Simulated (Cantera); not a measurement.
A perfectly stirred reactor is fed with H₂ : O₂ = 0.089 : 1 (molar parts), at 17.3 Torr; it is held at 1173 K, and followed from long to short residence time.

Computed with Cantera and GRI-Mech 3.0 (53 species, 325 reactions). Radical loss at walls, strong at low pressure, is not modelled. The temperature is held fixed by assumption; the heat of reaction is taken as removed at once.

Problem. What does this change do: 0.047 parts H2O added?

Solution. 
```json
[
 {"quantity": "x(H₂) at τ = 8.20 s", "before": "5.63e-5", "after": "5.74e-5"},
 {"quantity": "x(O₂) at τ = 8.20 s", "before": "0.914", "after": "0.875"},
 {"quantity": "x(H) at τ = 8.20 s", "before": "1.34e-5", "after": "1.06e-5"},
 {"quantity": "x(OH) at τ = 8.20 s", "before": "0.000448", "after": "0.000462"},
 {"quantity": "x(HO₂) at τ = 8.20 s", "before": "1.22e-6", "after": "1.31e-6"},
 {"quantity": "x(H₂) at τ = 15.0 ms", "before": "0.00244", "after": "0.00267"},
 {"quantity": "x(O₂) at τ = 15.0 ms", "before": "0.895", "after": "0.860"},
 {"quantity": "x(H) at τ = 15.0 ms", "before": "0.00509", "after": "0.00427"},
 {"quantity": "x(OH) at τ = 15.0 ms", "before": "0.00356", "after": "0.00365"},
 {"quantity": "x(HO₂) at τ = 15.0 ms", "before": "8.55e-6", "after": "1.05e-5"}
]
```

Problem. What does this change do: temperature 1173 to 1375 K?

Solution. 
| quantity | before | after |
|---|---|---|
| x(H₂) at τ = 8.20 s | 5.63e-5 | 4.18e-5 |
| x(O₂) at τ = 8.20 s | 0.914 | 0.914 |
| x(H) at τ = 8.20 s | 1.34e-5 | 2.06e-5 |
| x(OH) at τ = 8.20 s | 0.000448 | 0.00105 |
| x(HO₂) at τ = 8.20 s | 1.22e-6 | 5.97e-7 |
| x(H₂) at τ = 15.0 ms | 0.00244 | 0.00175 |
| x(O₂) at τ = 15.0 ms | 0.895 | 0.881 |
| x(H) at τ = 15.0 ms | 0.00509 | 0.00599 |
| x(OH) at τ = 15.0 ms | 0.00356 | 0.00681 |
| x(HO₂) at τ = 15.0 ms | 8.55e-6 | 4.82e-6 |
